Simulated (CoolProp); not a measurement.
Properties of n-perfluorohexane along the isotherm 316.8 K.

Model: reference Helmholtz-energy equation of state, Gao 2022, in CoolProp.

```
p (MPa)   phase  density (kg/m³)  isothermal compressibility (1/MPa)
-------  ------  ---------------  ----------------------------------
1.45     liquid             1628                            0.003326
2.9      liquid             1636                            0.003147
4.35     liquid             1643                            0.002989
5.81     liquid             1650                            0.002848
7.26     liquid             1657                            0.002723
8.71     liquid             1663                            0.002611
10.2     liquid             1670                            0.002506
11.6     liquid             1675                            0.002417
13.1     liquid             1681                            0.002329
14.5     liquid             1687                            0.002253
16       liquid             1692                            0.002178
17.4     liquid             1697                            0.002114
```
